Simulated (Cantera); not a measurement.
Input: 1 mol NH3, 0.14 mol H2O, 19 mol N2, at 2650 °C and 12000 Torr.

Equilibrium computed with Cantera from the NASA thermochemical tables; the gas is ideal and each condensed phase is pure. Candidate condensed phases: H2O; 24 gas species. The numbers say what is thermodynamically allowed, not how fast it happens.

Base state: N2 0.919, H2 0.0669, H 0.00801, H2O 0.00626, OH 0.000234, NO 8.22e-5, O 1.74e-5 (mole fractions); condensed: gas only.

### Question
What changes in the equilibrium state with this change: temperature from 2650 °C to 1277 °C?

### Answer
```
species    before    after
-------  --------  -------
N2          0.919    0.922
H2         0.0669   0.0709
H2O       0.00626  0.00662
H         0.00801  2.10e-6
NO        8.22e-5    <1e-9
OH       0.000234  6.58e-9
O         1.74e-5    <1e-9
```

### Question
What changes in the equilibrium state with this change: temperature from 2650 °C to 1375 °C?

### Answer
```csv
species,before,after
N2,0.919,0.922
H2,0.0669,0.0709
H2O,0.00626,0.00662
H,0.00801,5.94e-6
NO,8.22e-5,1.50e-9
O,1.74e-5,<1e-9
OH,0.000234,2.49e-8
NH3,1.91e-6,1.20e-5
```

### Question
What changes in the equilibrium state with this change: H2O from 0.14 to 3.8 mol?

### Answer
```tsv
species	before	after
N2	0.919	0.779
H2O	0.00626	0.143
H2	0.0669	0.0620
OH	0.000234	0.00557
O2	6.47e-7	0.000394
O	1.74e-5	0.000429
NO	8.22e-5	0.00187
H	0.00801	0.00771
```
